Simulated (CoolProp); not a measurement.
Saturated liquid density (kg/m³) of sulfur hexafluoride: the reference equation beside estimates from Tc = 318.7 K, pc = 37.55 bar, ω = 0.210. Rackett uses Z = 0.29056 − 0.08775 ω.

Model: reference Helmholtz-energy equation of state, Guder 2009, in CoolProp.

| T (K) | reference | Rackett | van der Waals | Redlich-Kwong | Soave-Redlich-Kwong | Peng-Robinson |
|---|---|---|---|---|---|---|
| 231.9 | 1803 | 1866 | 1152 | 1661 | 1718 | 1947 |
| 236.9 | 1777 | 1838 | 1135 | 1630 | 1688 | 1913 |
| 242 | 1750 | 1809 | 1116 | 1597 | 1656 | 1878 |
| 247 | 1722 | 1779 | 1098 | 1563 | 1623 | 1841 |
| 252 | 1694 | (withheld) | 1079 | 1529 | 1589 | 1803 |
| 257.1 | 1663 | 1716 | 1058 | 1492 | 1552 | 1761 |
| 262.1 | (withheld) | (withheld) | 1037 | 1454 | 1514 | 1718 |
| 267.1 | 1600 | 1649 | 1015 | 1414 | (withheld) | 1672 |
| 272.2 | 1565 | 1612 | 991.2 | (withheld) | 1430 | 1622 |
| 277.2 | 1528 | 1573 | 966.7 | 1327 | 1384 | 1570 |
| 282.2 | 1490 | 1533 | 940.6 | (withheld) | 1335 | 1514 |
| 287.3 | 1447 | 1488 | 912.0 | (withheld) | 1282 | 1451 |
| 292.3 | 1401 | 1441 | 881.6 | 1175 | 1225 | 1385 |
| 297.3 | 1350 | 1388 | 848.2 | 1116 | (withheld) | 1311 |

Task: Some entries are withheld; supply them.

Result: 
- 252, Rackett: 1748
- 262.1, reference: 1632
- 262.1, Rackett: 1683
- 267.1, Soave-Redlich-Kwong: 1473
- 272.2, Redlich-Kwong: 1371
- 282.2, Redlich-Kwong: 1280
- 287.3, Redlich-Kwong: 1229
- 297.3, Soave-Redlich-Kwong: 1162

Absolute difference from the reference over all 14 rows, mean and median: Rackett 3.1 and 3.1 %, van der Waals 36.6 and 36.5 %, Redlich-Kwong 11.8 and 11.3 %, Soave-Redlich-Kwong 8.2 and 7.6 %, Peng-Robinson 4.6 and 4.9 %.
